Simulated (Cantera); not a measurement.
Pyrogenic steam for wet oxidation

An isothermal, constant-pressure homogeneous reactor starts with H2 : O2 : N2 = 1.3 : 1 : 3.1 (molar parts), at 1398 K and 750 Torr.

Model: the H2/O2 subset of GRI-Mech 3.0, which has no nitrogen chemistry, integrated in Cantera. The temperature is held fixed by assumption; the heat of reaction is taken as removed at once.

| t (s) | x H2 | x O2 | x H | x H2O2 | x HO2 | x H2O | x O |
|---|---|---|---|---|---|---|---|
| 3.00e-6 | 0.241 | 0.185 | 8.02e-7 | 2.27e-9 | 2.62e-7 | 7.68e-7 | 1.59e-7 |
| 1.19e-5 | 0.237 | 0.183 | 0.00222 | 6.06e-7 | 4.96e-5 | 0.00288 | 0.000452 |
| 4.75e-5 | 0.0108 | 0.0760 | 0.00923 | 7.16e-6 | 7.26e-5 | 0.251 | 0.00537 |
| 0.000189 | 0.000600 | 0.0735 | 8.21e-5 | 1.58e-6 | 2.00e-5 | 0.272 | 0.000220 |
| 0.000754 | 3.61e-5 | 0.0736 | 1.51e-6 | 2.79e-7 | 1.97e-6 | 0.273 | 1.59e-5 |
| 0.00300 | 4.06e-6 | 0.0737 | 7.75e-8 | 5.87e-8 | 2.88e-7 | 0.274 | 2.31e-6 |
| 0.0119 | 8.84e-7 | 0.0737 | 8.88e-9 | 1.61e-8 | 8.87e-8 | 0.274 | 5.37e-7 |
| 0.0475 | 4.58e-7 | 0.0737 | 3.33e-9 | 8.47e-9 | 6.75e-8 | 0.274 | 2.60e-7 |
| 0.189 | 4.45e-7 | 0.0737 | 3.18e-9 | 8.20e-9 | 6.70e-8 | 0.274 | 2.51e-7 |
| 0.754 | 4.45e-7 | 0.0737 | 3.18e-9 | 8.20e-9 | 6.70e-8 | 0.274 | 2.51e-7 |
| 3.00 | 4.45e-7 | 0.0737 | 3.18e-9 | 8.20e-9 | 6.70e-8 | 0.274 | 2.51e-7 |
x: mole fraction; the columns are a selection and need not sum to one.

Equilibrium at this temperature and pressure: H2 4.45e-7, O2 0.0737, H 3.18e-9, H2O2 8.20e-9, HO2 6.70e-8, H2O 0.274, O 2.51e-7 (gas phase only).
